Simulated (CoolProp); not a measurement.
Vapour-liquid equilibrium of R22 (1) + R114 (2) at 651 kPa; x and y are mole fractions of (1).

Model: multi-fluid Helmholtz-energy mixture model, Kamei 1995 and Platzer 1990; pair parameters Bell 2016, in CoolProp. This equation is an older, rougher fit; its heat capacities, sound speeds and derivatives of the liquid may be far off and weren't checked against measurements.

**Question.** Give the bubble temperature and the first vapour's composition at x = 0.2, 0.5, 0.8. Is there an azeotrope?

**Answer.** x = 0.2: 39.8 °C, y = 0.534; x = 0.5: 23.4 °C, y = 0.790; x = 0.8: 13.8 °C, y = 0.925. No azeotrope shows between x = 0.05 and 0.95.

The pair parameters rest on a limited set of measurements; away from them the model extrapolates.
